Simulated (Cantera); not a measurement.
SiCl4 + HCl + H2 (chlorosilane synthesis and conversion)

Charge: 1 mol SiCl4, 3.7 mol HCl, 2.2 mol H2, equilibrated at 8.90 bar.

Cantera equilibrium calculation (NASA polynomials, part measured and part estimated; ideal gas, pure solids and liquids). Candidate condensed phases: Si; 19 gas species. The tables' values for SiCl3 are old estimates; treat these amounts as uncertain. Kinetics and transport are ignored.

| T (°C) | x HCl | x H2 | x SiCl4 | x SiHCl3 | x SiCl3 | x SiCl2 |
|---|---|---|---|---|---|---|
| 300 | 0.536 | 0.319 | 0.145 | 1.22e-6 | <1e-12 | <1e-12 |
| 375 | 0.536 | 0.319 | 0.145 | 6.73e-6 | 6.25e-11 | <1e-12 |
| 450 | 0.536 | 0.319 | 0.145 | 2.57e-5 | 1.89e-9 | <1e-12 |
| 525 | 0.536 | 0.319 | 0.145 | 7.58e-5 | 2.99e-8 | <1e-12 |
| 600 | 0.536 | 0.319 | 0.145 | 0.000184 | 2.92e-7 | 3.46e-11 |
| 675 | 0.537 | 0.318 | 0.145 | 0.000386 | 1.97e-6 | 9.09e-10 |
| 750 | 0.537 | 0.318 | 0.144 | 0.000723 | 9.98e-6 | 1.46e-8 |
| 825 | 0.537 | 0.318 | 0.144 | 0.00124 | 4.02e-5 | 1.58e-7 |
| 900 | 0.538 | 0.317 | 0.143 | 0.00196 | 0.000134 | 1.25e-6 |
| 975 | 0.539 | 0.316 | 0.142 | 0.00292 | 0.000386 | 7.59e-6 |
| 1050 | 0.541 | 0.314 | 0.140 | 0.00411 | 0.000972 | 3.70e-5 |
| 1125 | 0.544 | 0.312 | 0.137 | 0.00551 | 0.00218 | 0.000149 |
| 1200 | 0.547 | 0.308 | 0.133 | 0.00701 | 0.00443 | 0.000506 |
| 1275 | 0.553 | 0.303 | 0.126 | 0.00843 | 0.00813 | 0.00147 |
x: gas mole fraction; nothing condenses.

From 300 °C to 1275 °C nothing is condensed. The main Si-bearing gas is SiCl4 throughout.
